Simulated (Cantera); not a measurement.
Feed: 1 mol Si3N4, 0.77 mol N2O, 410 mol H2, equilibrated at 10.0 mbar.

These are equilibrium values from Cantera (NASA tables, ideal gas, pure condensed phases), not measurements of a reactor. Candidate condensed phases: H2O, Si, SiO2, Si2N2O, Si3N4; 35 gas species. Mutual solubility and eutectic melting of coexisting phases are not modelled. Gases not in the tables: Si2H6 and higher silanes. Rates play no part.

### Question
Which condensed phases are stable at each of these points (T (°C)): 1102, 1202, 1302, 1402, 1502, 1602, 1702?

### Answer
```json
[
 {"T (°C)": "1102", "condensed phases": "Si2N2O(s) + Si3N4(s)", "Si condensed (%)": "100.0"},
 {"T (°C)": "1202", "condensed phases": "Si(s) + Si2N2O(s) + Si3N4(s)", "Si condensed (%)": "99.3"},
 {"T (°C)": "1302", "condensed phases": "Si(s) + Si2N2O(s)", "Si condensed (%)": "79.3"},
 {"T (°C)": "1402", "condensed phases": "Si(s)", "Si condensed (%)": "73.5"},
 {"T (°C)": "1502", "condensed phases": "Si(l)", "Si condensed (%)": "70.5"},
 {"T (°C)": "1602", "condensed phases": "Si(l)", "Si condensed (%)": "59.6"},
 {"T (°C)": "1702", "condensed phases": "Si(l)", "Si condensed (%)": "23.3"}
]
```

At 1102 °C the condensed part is Si2N2O(s) + Si3N4(s). At 1202 °C the condensed part is Si(s) + Si2N2O(s) + Si3N4(s). At 1302 °C the condensed part is Si(s) + Si2N2O(s). At 1402 °C the condensed part is Si(s). From 1502 °C to 1702 °C the condensed part is Si(l).
